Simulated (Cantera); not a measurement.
Hydrocarbon pyrolysis for carbon deposition

An isothermal, constant-pressure homogeneous reactor starts with 27.8 % C2H6, 72.2 % N2, at 1325 K and 750 Torr.

Model: GRI-Mech 3.0 (53 species, 325 reactions), integrated in Cantera. GRI-Mech 3.0 stops at C3 and has no aromatics, soot or wall deposition, so with more carbon than oxygen in the feed, carbon stays in small species such as C2H2 where larger ones or solid carbon would form.

```csv
t (s),x C2H6,x C2H2,x H2,x CH3,x CH4,x C2H
2.00e-5,0.277,2.37e-8,0.000283,0.000139,0.000141,<1e-12
0.000112,0.264,3.12e-5,0.00868,0.000249,0.00173,1.60e-11
0.000632,0.189,0.00142,0.0586,0.000218,0.0118,1.29e-10
0.00356,0.0294,0.0174,0.170,9.00e-5,0.0416,6.56e-10
0.0200,0.00124,0.0531,0.214,1.83e-5,0.0499,5.30e-10
0.112,0.000668,0.0980,0.245,1.43e-5,0.0542,7.07e-10
0.632,0.000463,0.111,0.242,1.35e-5,0.0695,5.96e-10
3.56,0.000338,0.107,0.208,1.34e-5,0.105,3.82e-10
20.0,0.000235,0.103,0.171,1.24e-5,0.142,2.49e-10
```
x: mole fraction; the columns are a selection and need not sum to one.

Equilibrium at this temperature and pressure: C2H6 0.000180, C2H2 0.0717, H2 0.177, CH3 1.11e-5, CH4 0.143, C2H 1.54e-10 (gas phase only).
